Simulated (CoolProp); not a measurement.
Vapour-liquid equilibrium of C2F6 (R116) (1) + R22 (2) at 627 kPa; x and y are mole fractions of (1).

Computed with CoolProp (multi-fluid Helmholtz-energy mixture model, Lemmon 2006 and Kamei 1995; pair parameters Bell 2016).

| x | bubble temperature, mixture model (°C) | bubble temperature, Raoult's law (°C) | y, mixture model | y, Raoult's law |
|---|---|---|---|---|
| 0.05 | -5.4 | 3.3 | 0.335 | 0.160 |
| 0.15 | -19.7 | -3.6 | 0.617 | 0.401 |
| 0.25 | -25.8 | -9.5 | 0.711 | 0.568 |
| 0.35 | -28.6 | -14.5 | 0.752 | 0.688 |
| 0.45 | -30.3 | -18.9 | 0.778 | 0.776 |
| 0.55 | -31.5 | -22.8 | 0.800 | 0.842 |
| 0.65 | -32.6 | -26.3 | 0.824 | 0.893 |
| 0.75 | -33.7 | -29.3 | 0.856 | 0.933 |
| 0.85 | -34.7 | -32.1 | 0.898 | 0.964 |
| 0.95 | -35.5 | -34.6 | 0.959 | 0.989 |

The largest gap from Raoult's law is -16.3 K in bubble temperature, at x = 0.25. No azeotrope shows between x = 0.05 and 0.95.

Pair parameters are fitted to limited data, so mixtures are less certain than the pure fluids. With so large a gap from Raoult's law the liquid may split in two, which this calculation doesn't test in full.
